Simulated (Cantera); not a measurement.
Equilibrium for abatement and gas-phase synthesis: HI + O₂ + H₂

Input: 1 mol HI, 1.6 mol O₂, 2.7 mol H₂, equilibrated at 6.00 bar.

Equilibrium computed with Cantera from the NASA thermochemical tables; the gas is ideal and each condensed phase is pure. Candidate condensed phases: H₂O, I₂; 12 gas species. Equilibrium is a limit: real reactors are often held back by kinetics, nucleation or transport.

```
T (°C)  x H₂O    x I     x H₂     x OH    x HI     x O₂
------  -----  -----  -------  -------  ------  -------
1800    0.758  0.215  0.00241  0.00188  0.0130  0.00398
1875    0.754  0.217  0.00371  0.00271  0.0137  0.00459
1950    0.749  0.218  0.00550  0.00382  0.0142  0.00535
2025    0.744  0.219  0.00787  0.00527  0.0146  0.00628
2100    0.738  0.219   0.0109  0.00716  0.0149  0.00740
2175    0.730  0.219   0.0147  0.00956  0.0151  0.00875
2250    0.721  0.218   0.0192   0.0126  0.0153   0.0103
2325    0.710  0.218   0.0247   0.0162  0.0153   0.0122
2400    0.696  0.217   0.0310   0.0206  0.0152   0.0143
```
x: gas mole fraction; nothing condenses.

From 1800 °C to 2400 °C nothing is condensed.
